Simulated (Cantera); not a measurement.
A perfectly stirred reactor is fed with 39.3 % H2, 12.8 % O2, 48.0 % N2, at 5.00 bar; it is adiabatic with a 700 K inlet, and is followed from long to short residence time, starting on the burning branch (τ in s: 0.03, 0.013, 0.0053, 0.0023, 0.00095, 0.0004, 0.00017, 7.2e-05, 3e-05, 1.3e-05, 5.4e-06).

Cantera simulation using the H2/O2 subset of GRI-Mech 3.0, which has no nitrogen chemistry; the numbers are that mechanism's predictions, not measurements. The hydrogen kinetics of GRI-Mech 3.0 are dated; newer H2 mechanisms differ, most at raised pressure.

### Question
Predict: blow-out, bracketed by the residence times tried; x(H2) at τ = 30.0 ms; x(O2) at τ = 30.0 ms; x(H) at τ = 30.0 ms; x(O) at τ = 30.0 ms; x(OH) at τ = 30.0 ms; x(H2) at τ = 0.400 ms; x(O2) at τ = 0.400 ms; x(H) at τ = 0.400 ms; x(O) at τ = 0.400 ms; x(OH) at τ = 0.400 ms.

### Answer
```json
{
  "blow_out_bracketed_by_the_residence_times_tried": "burning at 5.40 µs, the shortest tried",
  "x(H2) at τ = 30.0 ms": "0.155",
  "x(O2) at τ = 30.0 ms": "4.48e-5",
  "x(H) at τ = 30.0 ms": "0.00538",
  "x(O) at τ = 30.0 ms": "4.87e-5",
  "x(OH) at τ = 30.0 ms": "0.00215",
  "x(H2) at τ = 0.400 ms": "0.153",
  "x(O2) at τ = 0.400 ms": "0.000461",
  "x(H) at τ = 0.400 ms": "0.0125",
  "x(O) at τ = 0.400 ms": "0.000256",
  "x(OH) at τ = 0.400 ms": "0.00465"
}
```
